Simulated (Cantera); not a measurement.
**Catalytic stagnation flow on Pt**

A jet of CH₄ : O₂ : N₂ = 0.068 : 0.094 : 0.79 (molar parts), equivalence ratio 1.4 at 300 K and 0.380 bar hits a platinum plate 3.6 cm away at a mass flux of 0.042 kg/m²/s; the plate temperature is set and raised in steps from an oxygen-covered start.

Model: Deutschmann's 1995 Pt surface mechanism with GRI-Mech 3.0 gas chemistry, integrated in Cantera. Catalytic surfaces can have several steady states; this one follows from the mechanism file's or the stated starting coverage.

| plate T (K) | wall x CH₄ | wall x O₂ | wall x H₂O | wall x OH | wall x CO | wall x CO₂ | θ free Pt | θ H* | θ CO* | θ C* |
|---|---|---|---|---|---|---|---|---|---|---|
| 850 | 0.0177 | 0.00561 | 0.0987 | <1e-8 | 0.0412 | 0.0176 | 0.229 | 5.73e-5 | 0.764 | 0.00719 |
| 900 | 0.0122 | 0.00391 | 0.108 | <1e-8 | 0.0602 | 0.00188 | 0.285 | 0.000503 | 0.630 | 0.0845 |
| 950 | 0.00909 | 0.00302 | 0.107 | <1e-8 | 0.0646 | 0.000472 | 0.336 | 0.00194 | 0.377 | 0.285 |
| 1000 | 0.00449 | 0.00161 | 0.104 | <1e-8 | 0.0687 | 0.00111 | 0.478 | 0.00305 | 0.357 | 0.161 |
| 1050 | 0.00243 | 0.000950 | 0.101 | <1e-8 | 0.0679 | 0.00429 | 0.645 | 0.00343 | 0.305 | 0.0465 |
x: mole fraction at the wall; θ: surface coverage.
